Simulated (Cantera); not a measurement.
Cantera with NASA thermochemical tables; ideal gases at 1 bar, condensed phases pure. Values are per mole of reaction as written; species without (g) are pure solids or liquids, kept so even where they would boil at 1 bar.

NiS2 + C ⇌ CS2(g) + Ni

```tsv
T (K)	ΔH° (kJ)	ΔS° (J/K)	ΔG° (kJ)	log10 K	condensed phases
300	[?]	[?]	[?]	[?]	NiS2(s), C(graphite), Ni(s)
1473	167.7	122.1	-12.0	0.43	NiS2(l), C(graphite), Ni(s)
1623	[?]	[?]	[?]	[?]	NiS2(l), C(graphite), Ni(s)
1773	180.2	129.0	-48.6	1.43	NiS2(l), C(graphite), Ni(l)
1923	178.0	127.9	-67.9	1.84	NiS2(l), C(graphite), Ni(l)
2073	175.8	126.8	-87.0	2.19	NiS2(l), C(graphite), Ni(l)
2223	173.7	125.8	-106.0	2.49	NiS2(l), C(graphite), Ni(l)
2373	171.5	124.8	-124.7	2.75	NiS2(l), C(graphite), Ni(l)
2523	169.3	123.9	-143.4	2.97	NiS2(l), C(graphite), Ni(l)
2673	167.1	123.1	-161.9	3.16	NiS2(l), C(graphite), Ni(l)
2823	[?]	[?]	[?]	[?]	NiS2(l), C(graphite), Ni(l)
2973	162.7	121.5	-198.6	3.49	NiS2(l), C(graphite), Ni(l)
```

Some entries are withheld; supply them.


- 300, ΔH° (kJ): 248.3
- 300, ΔS° (J/K): 190.1
- 300, ΔG° (kJ): 191.3
- 300, log10 K: -33.30
- 1623, ΔH° (kJ): 165.3
- 1623, ΔS° (J/K): 120.5
- 1623, ΔG° (kJ): -30.2
- 1623, log10 K: 0.97
- 2823, ΔH° (kJ): 164.9
- 2823, ΔS° (J/K): 122.3
- 2823, ΔG° (kJ): -180.3
- 2823, log10 K: 3.34
